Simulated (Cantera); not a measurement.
Cantera run, input and output.

```python
import numpy as np
import cantera as ct

gas = ct.Solution("gri30.yaml")
gas.TPX = 350, 77000, {'C2H4': 1, 'O2': 5.56, 'N2': 20.9, 'H2O': 1.1}
inlet = ct.Reservoir(gas, clone=True)
gas.equilibrate("HP")  # start burning
reactor = ct.IdealGasConstPressureReactor(gas, energy="on", clone=False)
exhaust = ct.Reservoir(gas, clone=True)
tau = [0.26, 0.11, 0.045, 0.019, 0.0079, 0.0033, 0.0014, 0.00058, 0.00024, 0.0001, 4.3e-05, 1.8e-05][0]
for a, b in ((inlet, reactor), (reactor, exhaust)):
    ct.MassFlowController(a, b, mdot=lambda t: reactor.mass / tau)
net = ct.ReactorNet([reactor])
show = ['C2H4', 'O2', 'OH', 'NO', 'O', 'HCN']

rows = []
print(f"{'tau/s':>10s}{'T/K':>9s}" + "".join(f"{s:>11s}" for s in show))
for tau in [0.26, 0.11, 0.045, 0.019, 0.0079, 0.0033, 0.0014, 0.00058, 0.00024, 0.0001, 4.3e-05, 1.8e-05]:
    net.initial_time = 0.0
    net.advance(30 * tau)
    before = gas.X
    net.advance(40 * tau)
    drift = np.max(np.abs(gas.X - before) / (gas.X + 1e-9))
    rows.append([gas.T, *gas[show].X, drift])
    print(f"{tau:10.3e}{gas.T:9.1f}" + "".join(f"{x:11.3e}" for x in gas[show].X))
```

It prints:

```
     tau/s      T/K       C2H4         O2         OH         NO          O        HCN
 2.600e-01   1665.0  4.468e-06  8.952e-02  8.187e-04  9.145e-06  1.087e-04  1.514e-09
 1.100e-01   1661.4  7.398e-06  8.954e-02  1.068e-03  8.241e-06  1.881e-04  2.054e-09
 4.500e-02   1655.2  1.230e-05  8.961e-02  1.398e-03  6.951e-06  3.313e-04  2.657e-09
 1.900e-02   1645.4  1.994e-05  8.978e-02  1.789e-03  5.673e-06  5.636e-04  3.471e-09
 7.900e-03   1629.2  3.283e-05  9.015e-02  2.241e-03  4.734e-06  9.403e-04  5.255e-09
 3.300e-03   1603.4  5.550e-05  9.091e-02  2.691e-03  4.244e-06  1.488e-03  9.564e-09
 1.400e-03   1563.4  9.961e-05  9.244e-02  3.018e-03  3.840e-06  2.148e-03  1.906e-08
 5.800e-04   1497.4  2.145e-04  9.590e-02  3.008e-03  2.798e-06  2.627e-03  3.861e-08
 2.400e-04    350.0  3.501e-02  1.947e-01 -7.289e-28 -6.254e-22 -5.541e-30 -1.528e-21
 1.000e-04    350.0  3.501e-02  1.947e-01 -5.160e-31 -1.703e-25 -3.984e-33 -4.163e-25
 4.300e-05    350.0  3.501e-02  1.947e-01 -2.695e-32 -1.076e-26 -2.082e-34 -2.629e-26
 1.800e-05    350.0  3.501e-02  1.947e-01 -1.576e-33 -6.796e-28 -8.554e-36 -1.661e-27
```

Computed with Cantera and GRI-Mech 3.0 (53 species, 325 reactions). GRI-Mech 3.0 was tuned for natural gas; its chemistry of ethylene as a main component is partial and can be far from experiment.
